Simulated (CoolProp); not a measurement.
Vapour-liquid equilibrium of n-octane (1) + n-dodecane (2) at 514.3 K; x and y are mole fractions of (1).

Values from CoolProp's multi-fluid Helmholtz-energy mixture model, Beckmüller 2019 and Lemmon 2004; pair parameters Bell 2016.

**Question.** Give the bubble pressure and the first vapour's composition at x = 0.05, 0.425, 0.95. Is there an azeotrope?

**Answer.** x = 0.05: 0.2114 MPa, y = 0.187; x = 0.425: 0.5093 MPa, y = 0.760; x = 0.95: 1.057 MPa, y = 0.986. No azeotrope shows between x = 0.05 and 0.95.

Pair parameters are fitted to limited data, so mixtures are less certain than the pure fluids.
